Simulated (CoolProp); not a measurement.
Vapour-liquid equilibrium of R125 (1) + R1234yf (2) at 419 kPa; x and y are mole fractions of (1).

The numbers come from the multi-fluid Helmholtz-energy mixture model, Lemmon 2005 and Lemmon 2022; pair parameters Bell 2023 in CoolProp.

Give the bubble temperature and the first vapour's composition at x = 0.15, 0.45, 0.85. Is there an azeotrope?

x = 0.15: 4.0 °C, y = 0.252; x = 0.45: -3.6 °C, y = 0.613; x = 0.85: -11.5 °C, y = 0.917. No azeotrope shows between x = 0.05 and 0.95.

The pair parameters rest on a limited set of measurements; away from them the model extrapolates.
